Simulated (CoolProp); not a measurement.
Saturation properties of R1123 (Tc = 331.7 K, pc = 4.549 MPa, ω = 0.243).

Computed with CoolProp (reference Helmholtz-energy equation of state, Akasaka 2020).

```
T (K)     p (MPa)  liquid density (kg/m³)  vapour density (kg/m³)  enthalpy of vaporisation (kJ/kg)  liquid cp (kJ/(kg K))
-----  ----------  ----------------------  ----------------------  --------------------------------  ---------------------
239.4      0.3475                    1254                   15.67                             204.3                  1.343
241.4      0.3754                    1247                   16.88                             202.7             (withheld)
243.4      0.4050                    1240              (withheld)                             201.0                  1.355
245.4  (withheld)                    1233                   19.51                             199.2                  1.362
247.4      0.4694                    1226                   20.94                             197.5                  1.368
249.4      0.5043                    1218                   22.45                             195.7                  1.375
251.4      0.5412                    1211                   24.05                             193.9                  1.382
253.4      0.5800                    1203                   25.74                             192.0                  1.390
255.3  (withheld)                    1196                   27.43                             190.2             (withheld)
257.3      0.6617                    1188                   29.31                             188.3                  1.406
259.3      0.7068                    1181                   31.29                             186.4                  1.414
261.3      0.7542                    1173                   33.39                             184.4                  1.424
263.3      0.8039              (withheld)                   35.59                             182.4                  1.433
265.3  (withheld)                    1157                   37.92                             180.3                  1.443
```

Question: Complete the blanks.

Answer: 
- 241.4, liquid cp (kJ/(kg K)): 1.349
- 243.4, vapour density (kg/m³): 18.15
- 245.4, p (MPa): 0.4363
- 255.3, p (MPa): 0.6188
- 255.3, liquid cp (kJ/(kg K)): 1.398
- 263.3, liquid density (kg/m³): 1165
- 265.3, p (MPa): 0.8559

It boils at 211.9 K under 1 atm.
